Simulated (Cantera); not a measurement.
A perfectly stirred reactor is fed with CH4 : O2 : N2 = 1 : 1.67 : 8.17 (molar parts), equivalence ratio 1.2, at 0.970 bar; it is adiabatic with a 673 K inlet, and is followed from long to short residence time, starting on the burning branch (τ in s: 0.067, 0.037, 0.02, 0.011, 0.0062, 0.0034, 0.0019, 0.001, 0.00058, 0.00032, 0.00018, 9.7e-05, 5.3e-05).

Computed with Cantera and GRI-Mech 3.0 (53 species, 325 reactions).

Q: Predict: blow-out, bracketed by the residence times tried; x(CH4) at τ = 67.0 ms; x(O2) at τ = 67.0 ms; x(H2O) at τ = 67.0 ms; x(CH3) at τ = 67.0 ms; x(CH4) at τ = 1.90 ms; x(O2) at τ = 1.90 ms; x(C2H) at τ = 1.90 ms; x(H2O) at τ = 1.90 ms; x(CH3) at τ = 1.90 ms.

A: 
| Quantity | Value |
|---|---|
| blow-out, bracketed by the residence times tried | burning at 0.180 ms, out at 97.0 µs |
| x(CH4) at τ = 67.0 ms | 1.18e-5 |
| x(O2) at τ = 67.0 ms | 0.000348 |
| x(H2O) at τ = 67.0 ms | 0.155 |
| x(CH3) at τ = 67.0 ms | 8.22e-6 |
| x(CH4) at τ = 1.90 ms | 8.97e-5 |
| x(O2) at τ = 1.90 ms | 0.00290 |
| x(C2H) at τ = 1.90 ms | 3.27e-9 |
| x(H2O) at τ = 1.90 ms | 0.148 |
| x(CH3) at τ = 1.90 ms | 5.58e-5 |
